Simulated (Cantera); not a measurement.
A freely propagating, adiabatic, planar premixed flame of CH₄ : CO : O₂ : N₂ = 1 : 0.084 : 1.36 : 5.58 (molar parts), unburnt at 500 K and 45000 Pa; mixture-averaged transport, grid criteria slope 0.08 and curve 0.16, no radiation.

Detailed kinetics in Cantera: GRI-Mech 3.0 (53 species, 325 reactions). Burning velocities carry a grid error of a few per cent, more on coarse grids.

x: mole fraction of selected species; z is measured from the peak of heat release.

| z (mm) | T (K) | u (m/s) | x CH₄ | x CO | x O₂ | x H₂ | x CH₂ | x HCN |
|---|---|---|---|---|---|---|---|---|
| -4.81 | 501 | 0.370 | 0.124 | 0.0104 | 0.169 | 0.00457 | <1e-8 | <1e-8 |
| -3.21 | 506 | 0.376 | 0.123 | 0.0105 | 0.167 | 0.0109 | <1e-8 | 1.48e-8 |
| -2.40 | 527 | 0.394 | 0.120 | 0.0109 | 0.165 | ? | <1e-8 | ? |
| -1.60 | 638 | 0.484 | 0.111 | 0.0143 | 0.156 | 0.0311 | <1e-8 | 8.70e-7 |
| -0.801 | 1056 | 0.822 | 0.0755 | 0.0329 | 0.115 | 0.0491 | 2.46e-8 | 6.60e-6 |
| -0.401 | 1409 | 1.11 | 0.0434 | 0.0537 | 0.0746 | 0.0584 | 1.93e-6 | 1.44e-5 |
| 0 | 1728 | 1.38 | 0.0140 | 0.0762 | 0.0312 | 0.0650 | 2.92e-5 | 2.83e-5 |
| 0.401 | 1883 | 1.51 | 0.00293 | 0.0858 | 0.00869 | 0.0673 | 4.11e-5 | 4.64e-5 |
| 0.801 | 1932 | 1.55 | ? | 0.0867 | ? | 0.0690 | ? | 5.63e-5 |
| 1.60 | 1957 | 1.56 | 0.000143 | 0.0852 | 0.000181 | 0.0717 | 3.89e-6 | 5.64e-5 |
| 3.21 | 1966 | 1.57 | 2.60e-5 | 0.0842 | 1.42e-5 | 0.0736 | 5.76e-7 | 4.49e-5 |
| 6.41 | 1971 | 1.57 | 3.98e-6 | 0.0841 | 7.77e-6 | 0.0743 | 6.44e-8 | 2.88e-5 |
| 12.8 | 1974 | 1.57 | 3.36e-7 | 0.0843 | 4.86e-6 | 0.0745 | <1e-8 | 1.43e-5 |

Q: Some entries are withheld; supply them.

A: 
- -2.40, x H₂: 0.0182
- -2.40, x HCN: 9.04e-8
- 0.801, x CH₄: 0.000777
- 0.801, x O₂: 0.00220
- 0.801, x CH₂: 1.96e-5
